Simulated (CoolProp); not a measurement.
Vapour-liquid equilibrium of R13 (1) + R11 (2) at 0.107 MPa; x and y are mole fractions of (1).

Model: multi-fluid Helmholtz-energy mixture model, Platzer 1990 and Jacobsen 1992; pair parameters Bell 2016, in CoolProp. This equation is an older, rougher fit; its heat capacities, sound speeds and derivatives of the liquid may be far off and weren't checked against measurements.

```csv
x,bubble temperature (K),y at the bubble point,dew temperature at overall composition x (K),liquid density (mol/L)
0.05,253.7,0.850,296.9,11.56
0.15,?,?,293.8,12.26
0.25,212.1,0.991,290.4,12.65
0.35,206.5,0.995,?,12.97
0.45,203.0,0.996,282.3,13.25
0.55,200.7,0.997,277.4,13.50
0.65,198.8,0.998,271.5,13.75
0.75,197.1,0.999,264.1,13.98
0.85,195.5,0.999,253.7,14.20
0.95,193.7,1.000,234.6,14.41
```

Task: What belongs in the gaps?

Result: 
- 0.15, bubble temperature (K): 222.9
- 0.15, y at the bubble point: 0.978
- 0.35, dew temperature at overall composition x (K): 286.6

No azeotrope shows between x = 0.05 and 0.95.

The pair parameters rest on a limited set of measurements; away from them the model extrapolates. With so large a gap from Raoult's law the liquid may split in two, which this calculation doesn't test in full.
